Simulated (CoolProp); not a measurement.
Ethylene at several states: Z from the reference equation and from simpler models built on Tc = 9.2 °C, pc = 5.042 MPa, ω = 0.087; each cubic takes its own stable root.

Model: reference Helmholtz-energy equation of state, Smukala 2000, in CoolProp.

```
T (°C)   p (MPa)          phase  reference
-------  -------  -------------  ---------
37.65     0.0263            gas     0.9987
6.95       0.359            gas     0.9750
-55.75     0.137            gas     0.9795
70.75      0.017            gas     0.9994
-117.75     9.33         liquid     0.3406
66.95       10.8  supercritical     0.5658
```

### Question
How far does each simpler model (van der Waals, Redlich-Kwong, Peng-Robinson) lie from the reference over these 6 states: mean and median of the absolute difference, and the worst?

### Answer
- van der Waals: mean 9.2 %, median 0.4 %, worst +50.6 % at -117.75 °C and 9.33 MPa
- Redlich-Kwong: mean 0.9 %, median 0.1 %, worst +3.3 % at -117.75 °C and 9.33 MPa
- Peng-Robinson: mean 1.6 %, median 0.2 %, worst -8.1 % at -117.75 °C and 9.33 MPa
